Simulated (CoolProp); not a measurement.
Octamethyltrisiloxane (MDM) at several states: fugacity coefficient from the reference equation and from simpler models built on Tc = 292.2 °C, pc = 14.38 bar, ω = 0.528; each cubic takes its own stable root.

Model: reference Helmholtz-energy equation of state, Thol 2017, in CoolProp.

| T (°C) | p (bar) | phase | reference | Soave-Redlich-Kwong | Peng-Robinson |
|---|---|---|---|---|---|
| 222.95 | 16.8 | liquid | ? | ? | ? |
| 156.65 | 0.873 | gas | ? | ? | 0.9438 |
| 290.45 | 51.4 | liquid | ? | ? | 0.2656 |
| 299.85 | 4.77 | gas | ? | 0.8947 | 0.8837 |

**Question.** Some entries are withheld; supply them.

**Answer.** 
- 222.95, reference: 0.2581
- 222.95, Soave-Redlich-Kwong: 0.2649
- 222.95, Peng-Robinson: 0.2551
- 156.65, reference: 0.9428
- 156.65, Soave-Redlich-Kwong: 0.9465
- 290.45, reference: 0.2690
- 290.45, Soave-Redlich-Kwong: 0.2877
- 299.85, reference: 0.8960
